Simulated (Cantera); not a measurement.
An isothermal, constant-pressure homogeneous reactor starts with 11.2 % C2H6, 88.8 % N2, at 1975 K and 0.132 atm.

Detailed kinetics in Cantera: GRI-Mech 3.0 (53 species, 325 reactions). GRI-Mech 3.0 stops at C3 and has no aromatics, soot or wall deposition, so with more carbon than oxygen in the feed, carbon stays in small species such as C2H2 where larger ones or solid carbon would form.

Q: Predict: x(C2H) at 3.00 s; x(HCN) at 3.00 s; x(CH2) at 3.00 s; x(H) at 3.00 s.

A: 
```
Quantity                                            Value
----------------  ---------------------------------------
x(C2H) at 3.00 s  1.39e-5 (gas-phase equilibrium 5.71e-6)
x(HCN) at 3.00 s   0.000265 (gas-phase equilibrium 0.108)
x(CH2) at 3.00 s  9.42e-8 (gas-phase equilibrium 7.04e-8)
x(H) at 3.00 s    0.00161 (gas-phase equilibrium 0.00161)
```
